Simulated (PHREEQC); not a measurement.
# Leach liquor

Consider water at 25 °C with 0.098 mol HCl, 0.0039 mol Al2(SO4)3 and 0.0037 mol Fe2(SO4)3 per kg of water. Closed to the air; pH follows from the charge balance.

Model: ion-association model, phreeqc.dat, run in PHREEQC.

No solid was allowed to form.

What pH, ionic strength does the model give?

pH 1.16; ionic strength 0.137 mol/kgw.

In which forms is Cl present?

Cl- 98 %, FeCl+2 1.2 % of the Cl.

Examples of supersaturated solids here: Hematite (slow to form), Goethite (slow to form). Others may be too. Species that the database lacks are ignored.
